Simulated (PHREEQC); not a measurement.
Dissolve 0.02 mol/kgw NH3 and 0.0025 mol/kgw CO2 at 20 °C. Closed to the air; pH follows from the charge balance.

All values are PHREEQC results (ion-association model, phreeqc.dat), not measurements.

```tsv
quantity	before	after
pH	10.10	11.00
ionic strength (mol/kgw)	0.00456	0.00748
```

**Question.** Name the change that produced these shifts.
A) CO2 replaced by NH4HCO3 at the same molality
B) temperature from 20 to 70 °C
C) diluted 10-fold with water
D) NH3 from 0.02 to 0.2 mol/kgw
E) CO2 left out

**Answer.** D, NH3 from 0.02 to 0.2 mol/kgw

This is a speciation only: nothing precipitates in the calculation.
